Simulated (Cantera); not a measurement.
An isothermal, constant-pressure homogeneous reactor starts with 11.2 % CH4, 88.8 % H2, at 1750 K and 0.585 Torr.

Computed with Cantera and GRI-Mech 3.0 (53 species, 325 reactions). GRI-Mech 3.0 stops at C3 and has no aromatics, soot or wall deposition, so with more carbon than oxygen in the feed, carbon stays in small species such as C2H2 where larger ones or solid carbon would form. Radical loss at walls, strong at low pressure, is not modelled.

x: mole fraction; the columns are a selection and need not sum to one.

```json
[
 {"t (s)": "0.000600", "x CH4": "0.112", "x H2": "0.888", "x CH3": "[?]", "x C2H": "<1e-12", "x C2H4": "2.18e-12", "x C2H6": "<1e-12", "x CH2": "1.89e-12"},
 {"t (s)": "0.00135", "x CH4": "0.112", "x H2": "0.888", "x CH3": "[?]", "x C2H": "<1e-12", "x C2H4": "4.51e-11", "x C2H6": "8.68e-12", "x CH2": "1.49e-11"},
 {"t (s)": "0.00304", "x CH4": "0.112", "x H2": "0.888", "x CH3": "[?]", "x C2H": "<1e-12", "x C2H4": "7.43e-10", "x C2H6": "1.28e-10", "x CH2": "1.06e-10"},
 {"t (s)": "0.00684", "x CH4": "0.112", "x H2": "0.888", "x CH3": "[?]", "x C2H": "<1e-12", "x C2H4": "1.01e-8", "x C2H6": "1.44e-9", "x CH2": "6.56e-10"},
 {"t (s)": "0.0154", "x CH4": "0.112", "x H2": "0.888", "x CH3": "[?]", "x C2H": "<1e-12", "x C2H4": "1.24e-7", "x C2H6": "1.27e-8", "x CH2": "3.63e-9"},
 {"t (s)": "0.0346", "x CH4": "0.112", "x H2": "0.888", "x CH3": "[?]", "x C2H": "<1e-12", "x C2H4": "1.43e-6", "x C2H6": "8.71e-8", "x CH2": "1.89e-8"},
 {"t (s)": "0.0780", "x CH4": "0.112", "x H2": "0.888", "x CH3": "[?]", "x C2H": "2.56e-12", "x C2H4": "1.53e-5", "x C2H6": "4.86e-7", "x CH2": "9.35e-8"},
 {"t (s)": "0.175", "x CH4": "0.111", "x H2": "0.888", "x CH3": "[?]", "x C2H": "1.88e-10", "x C2H4": "0.000137", "x C2H6": "2.32e-6", "x CH2": "4.45e-7"},
 {"t (s)": "0.395", "x CH4": "0.105", "x H2": "0.889", "x CH3": "[?]", "x C2H": "1.08e-8", "x C2H4": "0.000685", "x C2H6": "8.39e-6", "x CH2": "1.85e-6"},
 {"t (s)": "0.889", "x CH4": "0.0811", "x H2": "0.902", "x CH3": "[?]", "x C2H": "1.52e-7", "x C2H4": "0.000812", "x C2H6": "1.03e-5", "x CH2": "3.55e-6"},
 {"t (s)": "2.00", "x CH4": "0.0464", "x H2": "0.921", "x CH3": "[?]", "x C2H": "4.19e-7", "x C2H4": "0.000307", "x C2H6": "4.04e-6", "x CH2": "3.00e-6"}
]
```

Task: What belongs in the gaps?

Result: 
- 0.000600, x CH3: 3.20e-6
- 0.00135, x CH3: 7.65e-6
- 0.00304, x CH3: 1.77e-5
- 0.00684, x CH3: 4.04e-5
- 0.0154, x CH3: 9.14e-5
- 0.0346, x CH3: 0.000206
- 0.0780, x CH3: 0.000465
- 0.175, x CH3: 0.00106
- 0.395, x CH3: 0.00232
- 0.889, x CH3: 0.00298
- 2.00, x CH3: 0.00196
